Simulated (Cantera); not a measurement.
Cantera run, input and output.

```python
import numpy as np
import cantera as ct

gas = ct.Solution("gri30.yaml")
gas.TPX = 1598, 2666, {'CH4': 1, 'N2': 22}
reactor = ct.IdealGasConstPressureReactor(gas, energy="off", clone=False)
net = ct.ReactorNet([reactor])
net.rtol, net.atol = 1e-08, 1e-18
show = ['CH4', 'C2H2', 'H2', 'CH3', 'CH2']
times = np.geomspace(0.0009, 4, 11)

steps = ct.SolutionArray(gas, extra=["t"])
rows = []
print(f"{'t/s':>10s}{'T/K':>9s}{'P/Pa':>11s}" + "".join(f"{s:>11s}" for s in show))
for t in times:
    while net.time < t:
        t_next = net.step()
        steps.append(gas.state, t=t_next)
    rows.append([np.interp(t, steps.t, y) for y in (steps.T, steps.P, *steps(*show).X.T)])
    print(f"{t:10.3e}{rows[-1][0]:9.1f}{rows[-1][1]:11.4g}" + "".join(f"{x:11.3e}" for x in rows[-1][2:]))
rate = np.gradient(steps.T, steps.t)
print("integrator steps:", len(steps.t))
if steps.T.max() > steps.T[0] + 200:
    print(f"time of steepest temperature rise: {steps.t[rate.argmax()]:.4e} s")
gas.TPX = 1598, 2666, {'CH4': 1, 'N2': 22}
gas.equilibrate("TP")
print(f"equilibrium (TP): T = {gas.T:.1f} K  " + "  ".join(f"{s} {gas[s].X[0]:.3e}" for s in show))
```

Output:

```
       t/s      T/K       P/Pa        CH4       C2H2         H2        CH3        CH2
 9.000e-04   1598.0       2666  4.347e-02  6.529e-13  2.132e-06  4.346e-06  2.886e-11
 2.085e-03   1598.0       2666  4.347e-02  2.120e-11  5.061e-06  1.017e-05  1.313e-10
 4.828e-03   1598.0       2666  4.345e-02  6.469e-10  1.198e-05  2.363e-05  6.345e-10
 1.118e-02   1598.0       2666  4.342e-02  1.934e-08  2.969e-05  5.450e-05  3.152e-09
 2.590e-02   1598.0       2666  4.332e-02  5.760e-07  9.160e-05  1.241e-04  1.535e-08
 6.000e-02   1598.0       2666  4.285e-02  1.734e-05  4.837e-04  2.720e-04  6.812e-08
 1.390e-01   1598.0       2666  3.980e-02  4.715e-04  3.779e-03  4.900e-04  2.170e-07
 3.219e-01   1598.0       2666  2.967e-02  4.985e-03  1.804e-02  4.488e-04  2.546e-07
 7.456e-01   1598.0       2666  1.822e-02  1.160e-02  3.567e-02  2.774e-04  1.713e-07
 1.727e+00   1598.0       2666  8.980e-03  1.637e-02  4.934e-02  1.530e-04  1.116e-07
 4.000e+00   1598.0       2666  3.428e-03  1.914e-02  5.746e-02  6.973e-05  6.299e-08
integrator steps: 1051
equilibrium (TP): T = 1598.0 K  CH4 8.524e-06  C2H2 4.250e-03  H2 6.244e-02  CH3 2.273e-07  CH2 2.779e-10
```

Cantera simulation using GRI-Mech 3.0 (53 species, 325 reactions); the numbers are that mechanism's predictions, not measurements. GRI-Mech 3.0 stops at C3 and has no aromatics, soot or wall deposition, so with more carbon than oxygen in the feed, carbon stays in small species such as C2H2 where larger ones or solid carbon would form. Radical loss at walls, strong at low pressure, is not modelled.
